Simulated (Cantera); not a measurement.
A Cantera script and its output.

```python
import numpy as np
import cantera as ct

gas = ct.Solution("h2o2.yaml")
gas.TPX = 1150, 12000, {'H2': 1.5, 'O2': 1, 'N2': 73}
reactor = ct.IdealGasConstPressureReactor(gas, energy="off", clone=False)
net = ct.ReactorNet([reactor])
net.rtol, net.atol = 1e-08, 1e-18
show = ['H2', 'O2', 'H2O', 'H', 'H2O2', 'O']
times = np.geomspace(5e-05, 300, 10)

steps = ct.SolutionArray(gas, extra=["t"])
rows = []
print(f"{'t/s':>10s}{'T/K':>9s}{'P/Pa':>11s}" + "".join(f"{s:>11s}" for s in show))
for t in times:
    while net.time < t:
        t_next = net.step()
        steps.append(gas.state, t=t_next)
    rows.append([np.interp(t, steps.t, y) for y in (steps.T, steps.P, *steps(*show).X.T)])
    print(f"{t:10.3e}{rows[-1][0]:9.1f}{rows[-1][1]:11.4g}" + "".join(f"{x:11.3e}" for x in rows[-1][2:]))
rate = np.gradient(steps.T, steps.t)
print("integrator steps:", len(steps.t))
if steps.T.max() > steps.T[0] + 200:
    print(f"time of steepest temperature rise: {steps.t[rate.argmax()]:.4e} s")
gas.TPX = 1150, 12000, {'H2': 1.5, 'O2': 1, 'N2': 73}
gas.equilibrate("TP")
print(f"equilibrium (TP): T = {gas.T:.1f} K  " + "  ".join(f"{s} {gas[s].X[0]:.3e}" for s in show))
```

It prints:

```
       t/s      T/K       P/Pa         H2         O2        H2O          H       H2O2          O
 5.000e-05   1150.0    1.2e+04  1.987e-02  1.325e-02  1.268e-12  3.984e-11  9.279e-15  1.870e-12
 2.832e-04   1150.0    1.2e+04  1.987e-02  1.325e-02  1.091e-10  2.977e-10  2.932e-13  3.800e-11
 1.604e-03   1150.0    1.2e+04  1.987e-02  1.325e-02  3.724e-08  3.267e-08  1.036e-11  5.017e-09
 9.086e-03   1150.0    1.2e+04  2.096e-03  5.518e-03  1.372e-02  7.839e-03  3.278e-08  1.438e-03
 5.146e-02   1150.0    1.2e+04  7.305e-04  3.788e-03  1.870e-02  1.041e-03  4.806e-08  2.684e-04
 2.915e-01   1150.0    1.2e+04  3.968e-05  3.352e-03  2.000e-02  1.094e-05  2.335e-08  1.177e-05
 1.651e+00   1150.0    1.2e+04  1.225e-06  3.343e-03  2.006e-02  6.190e-08  1.395e-09  3.737e-07
 9.351e+00   1150.0    1.2e+04  1.002e-07  3.344e-03  2.007e-02  1.546e-09  1.342e-10  3.232e-08
 5.297e+01   1150.0    1.2e+04  1.474e-08  3.344e-03  2.007e-02  8.961e-11  2.069e-11  4.847e-09
 3.000e+02   1150.0    1.2e+04  4.661e-09  3.344e-03  2.007e-02  1.595e-11  6.515e-12  1.508e-09
integrator steps: 2412
equilibrium (TP): T = 1150.0 K  H2 4.332e-09  O2 3.344e-03  H2O 2.007e-02  H 1.427e-11  H2O2 6.039e-12  O 1.397e-09
```

Cantera simulation using the H2/O2 subset of GRI-Mech 3.0, which has no nitrogen chemistry; the numbers are that mechanism's predictions, not measurements.
